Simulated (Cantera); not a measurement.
Mixture: CH₄ : O₂ : N₂ = 1 : 2.99 : 11.2 (molar parts), equivalence ratio 0.67, at 4.93 atm, adiabatic and at constant pressure. Ignition delay is the time to a rise of 400 K.

Model: GRI-Mech 3.0 (53 species, 325 reactions), integrated in Cantera.

### Question
What does this change do: 0.018 parts H2 added?

### Answer
```tsv
quantity	before	after
delay at 1248 K	4.46 ms	3.72 ms
delay at 1348 K	1.38 ms	1.21 ms
delay at 1448 K	0.476 ms	0.432 ms
delay at 1548 K	0.183 ms	0.170 ms
delay at 1648 K	78.7 µs	74.4 µs
delay at 1748 K	37.7 µs	36.1 µs
apparent activation energy between 1548 and 1748 K	180 kJ/mol	170 kJ/mol
```
